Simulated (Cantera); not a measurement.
What does this Cantera script print?

```python
import numpy as np
import cantera as ct

gas_names = """
    C CH CH2 CH3 CH4 CN C2 C2H C2H2,acetylene C2H2,vinylidene C2H3,vinyl CH3CN C2H4 C2H5 C2H6 CCN CNC
    C2N2 C3 C3H3,propargyl C3H4,allene C3H4,propyne C3H4,cyclo- C3H5,allyl C3H6,propylene C3H6,cyclo-
    C3H7,n-propyl C3H7,i-propyl C3H8 C4 C4H2 C4H4,1,3-cyclo- C4H6,butadiene C4H6,2-butyne C4H6,cyclo-
    C4H8,1-butene C4H8,cis2-buten C4H8,tr2-butene C4H8,isobutene C4H8,cyclo- C4H9,n-butyl C4H9,i-butyl
    C4H9,s-butyl C4H9,t-butyl C4H10,isobutane C4H10,n-butane C4N2 C5 C5H6,1,3cyclo- C5H8,cyclo-
    C5H10,1-pentene C5H10,cyclo- C5H11,pentyl C5H11,t-pentyl C5H12,n-pentane C5H12,i-pentane
    CH3C(CH3)2CH3 C6H2 C6H5,phenyl C6H6 C6H10,cyclo- C6H12,1-hexene C6H12,cyclo- C6H13,n-hexyl
    C7H7,benzyl C7H8 C7H14,1-heptene C7H15,n-heptyl C7H16,n-heptane C8H8,styrene C8H10,ethylbenz
    C8H16,1-octene C8H17,n-octyl C8H18,isooctane C8H18,n-octane C9H19,n-nonyl C10H8,naphthale
    C10H21,n-decyl C12H9,o-bipheny C12H10,bipheny H HCN HCCN HNC H2 N NH NH2 NH3 N2 N2H2 N2H4 Si SiC
    SiC2 SiC4H12 SiH SiH2 SiH3 SiH4 SiN Si2 Si2C Si2N Si3
""".split()
cond_names = """
    C(gr) C6H6(L) C7H8(L) C8H18(L),n-octa Si(cr) Si(L) SiC(b) Si3N4(a)
""".split()


def load(file, names, dense=False):
    # The tables refer to 1 bar. Condensed volumes are neglected.
    table = {s.name: s for s in ct.Species.list_from_file(file)}
    out = []
    for n in names:
        d = dict(table[n].input_data)
        d["thermo"] = dict(d["thermo"], **{"reference-pressure": 1e5})
        if dense:
            d["equation-of-state"] = {"model": "constant-volume", "density": "1e6 g/cm^3"}
        out.append(ct.Species.from_dict(d))
    return out


gas = ct.Solution(thermo="ideal-gas", species=load("nasa_gas.yaml", gas_names))
cond = {s.name: ct.Solution(thermo="fixed-stoichiometry", species=[s], name=s.name)
        for s in load("nasa_condensed.yaml", cond_names, dense=True)}
atoms = {
    'Si3N4': {'Si': 3, 'N': 4},
    'H2': {'H': 2},
    'C': {'C': 1},
    'NH3': {'N': 1, 'H': 3},
}
top_T = {'C(gr)': 4500, 'SiC(b)': 3050, 'Si3N4(a)': 2400}  # K; cautious upper limits of use, not melting points


def equilibrate(T, P, feed):
    n = {}
    for name, mol in feed.items():
        for a, k in atoms[name].items():
            n[a] = n.get(a, 0.0) + k * mol
    gas.TPX = T, P, n
    mass = sum(n.values()) * gas.mean_molecular_weight
    gas.equilibrate("TP")
    valid = [c for c in cond.values() if c.min_temp <= T <= top_T.get(c.name, c.max_temp)]
    mix = ct.Mixture([(gas, mass / gas.mean_molecular_weight)] + [(c, 0.0) for c in valid])
    mix.T, mix.P = T, P
    mix.equilibrate("TP", solver="vcs", rtol=1e-11, max_steps=5000)
    return mix


results = []
feed = {'Si3N4': 1, 'H2': 6.4, 'C': 0.36, 'NH3': 1.6}  # mol
P = 130000  # Pa
for T in [1498, 1598, 1698, 1798, 1898, 1998, 2098, 2198, 2298, 2398, 2498, 2598]:
    mix = equilibrate(T, P, feed)
    results.append((T, P, feed, dict(zip(mix.species_names, mix.species_moles))))
    x = sorted(zip(gas.X, gas.species_names), reverse=True)
    print(f"T = {T:g} K  P = {P:g} Pa  gas = {mix.phase_moles(0):.4g} mol")
    print("   x: " + "  ".join(f"{s} {v:.3e}" for v, s in x if v > 1e-05))
    print("   condensed (mol): " + ("  ".join(f"{mix.phase(i).name} {mix.phase_moles(i):.4g}"
          for i in range(1, mix.n_phases) if mix.phase_moles(i) > 1e-12) or "none"))
```

It prints:

```
T = 1498 K  P = 130000 Pa  gas = 9.573 mol
   x: H2 9.134e-01  N2 8.341e-02  CH4 2.815e-03  HCN 2.877e-04  NH3 2.042e-05  H 1.440e-05
   condensed (mol): C(gr) 0.33  Si3N4(a) 1
T = 1598 K  P = 130000 Pa  gas = 9.82 mol
   x: H2 8.937e-01  N2 1.047e-01  CH4 1.081e-03  HCN 3.908e-04  H 4.413e-05  NH3 1.668e-05
   condensed (mol): SiC(b) 0.3452  Si3N4(a) 0.8849
T = 1698 K  P = 130000 Pa  gas = 9.833 mol
   x: H2 8.940e-01  N2 1.051e-01  CH4 3.404e-04  HCN 3.297e-04  H 1.199e-04  NH3 1.303e-05
   condensed (mol): SiC(b) 0.3532  Si3N4(a) 0.8823
T = 1798 K  P = 130000 Pa  gas = 9.837 mol
   x: H2 8.940e-01  N2 1.053e-01  H 2.920e-04  HCN 2.834e-04  CH4 1.223e-04  HNC 1.071e-05  NH3 1.045e-05
   condensed (mol): SiC(b) 0.3558  Si3N4(a) 0.8814
T = 1898 K  P = 130000 Pa  gas = 9.841 mol
   x: H2 8.936e-01  N2 1.054e-01  H 6.481e-04  HCN 2.479e-04  CH4 4.911e-05  SiH2 2.265e-05  HNC 1.159e-05
   condensed (mol): SiC(b) 0.3569  Si3N4(a) 0.8809
T = 1998 K  P = 130000 Pa  gas = 10.05 mol
   x: H2 8.750e-01  N2 1.232e-01  H 1.316e-03  HCN 2.614e-04  SiH2 9.186e-05  Si 3.271e-05  SiH 2.378e-05  CH4 2.312e-05  HNC 1.480e-05
   condensed (mol): Si(L) 0.2998  SiC(b) 0.3569  Si3N4(a) 0.7805
T = 2098 K  P = 130000 Pa  gas = 11.62 mol
   x: H2 7.559e-01  N2 2.407e-01  H 2.347e-03  HCN 7.033e-04  SiH2 1.365e-04  Si 1.005e-04  SiH 5.426e-05  HNC 4.735e-05  CH4 1.907e-05  Si2N 1.408e-05  SiN 1.171e-05
   condensed (mol): Si(L) 2.645  SiC(b) 0.3508
T = 2198 K  P = 130000 Pa  gas = 11.63 mol
   x: H2 7.535e-01  N2 2.400e-01  H 4.240e-03  HCN 1.358e-03  Si 2.782e-04  SiH2 2.226e-04  SiH 1.223e-04  HNC 1.070e-04  Si2N 2.914e-05  SiN 2.634e-05  C2H2,acetylene 2.173e-05  CH4 2.079e-05  Si2C 1.621e-05
   condensed (mol): Si(L) 2.649  SiC(b) 0.342
T = 2298 K  P = 130000 Pa  gas = 11.65 mol
   x: H2 7.496e-01  N2 2.389e-01  H 7.273e-03  HCN 2.468e-03  Si 7.041e-04  SiH2 3.467e-04  SiH 2.562e-04  HNC 2.243e-04  C2H2,acetylene 6.541e-05  Si2C 5.687e-05  Si2N 5.639e-05  SiN 5.511e-05  CH4 2.242e-05  Si2 1.354e-05
   condensed (mol): Si(L) 2.655  SiC(b) 0.3261
T = 2398 K  P = 130000 Pa  gas = 11.7 mol
   x: H2 7.431e-01  N2 2.370e-01  H 1.191e-02  HCN 4.248e-03  Si 1.647e-03  SiH2 5.179e-04  SiH 5.028e-04  HNC 4.401e-04  Si2C 1.790e-04  C2H2,acetylene 1.786e-04  SiN 1.081e-04  Si2N 1.029e-04  Si2 3.755e-05  CH4 2.388e-05  SiC2 1.094e-05
   condensed (mol): Si(L) 2.661  SiC(b) 0.2982
T = 2498 K  P = 130000 Pa  gas = 11.77 mol
   x: H2 7.328e-01  N2 2.339e-01  H 1.871e-02  HCN 6.956e-03  Si 3.598e-03  SiH 9.307e-04  HNC 8.126e-04  SiH2 7.441e-04  Si2C 5.120e-04  C2H2,acetylene 4.469e-04  SiN 2.004e-04  Si2N 1.779e-04  Si2 9.575e-05  SiC2 5.275e-05  CH4 2.506e-05  Si3 1.656e-05  CH3 1.151e-05  CN 1.025e-05
   condensed (mol): Si(L) 2.666  SiC(b) 0.2502
T = 2598 K  P = 130000 Pa  gas = 11.89 mol
   x: H2 7.168e-01  N2 2.290e-01  H 2.827e-02  HCN 1.086e-02  Si 7.391e-03  SiH 1.633e-03  HNC 1.417e-03  Si2C 1.346e-03  C2H2,acetylene 1.031e-03  SiH2 1.029e-03  SiN 3.524e-04  Si2N 2.932e-04  Si2 2.267e-04  SiC2 2.246e-04  Si3 3.779e-05  CN 2.830e-05  CH4 2.575e-05  CH3 1.784e-05
   condensed (mol): Si(L) 2.661  SiC(b) 0.167
```

These are equilibrium values from Cantera (NASA tables, ideal gas, pure condensed phases), not measurements of a reactor. Mutual solubility and eutectic melting of coexisting phases are not modelled. The tables' values for SiN are old estimates; treat these amounts as uncertain. Gases not in the tables: Si2H6 and higher silanes.
